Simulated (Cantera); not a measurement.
A freely propagating, adiabatic, planar premixed flame of 25.4 % H2, 15.7 % O2, 58.9 % N2, unburnt at 625 K and 760 Torr; mixture-averaged transport, grid criteria slope 0.08 and curve 0.16, no radiation.

Computed with Cantera and the H2/O2 subset of GRI-Mech 3.0, which has no nitrogen chemistry. Burning velocities carry a grid error of a few per cent, more on coarse grids.

Q: Predict: laminar burning velocity; thermal thickness; peak x(O); peak x(OH); peak x(H2O2).

A: 
| Property | Value |
|---|---|
| laminar burning velocity | 682 cm/s |
| thermal thickness | 0.458 mm |
| peak x(O) | 0.0150 |
| peak x(OH) | 0.0181 |
| peak x(H2O2) | 1.38e-5 |
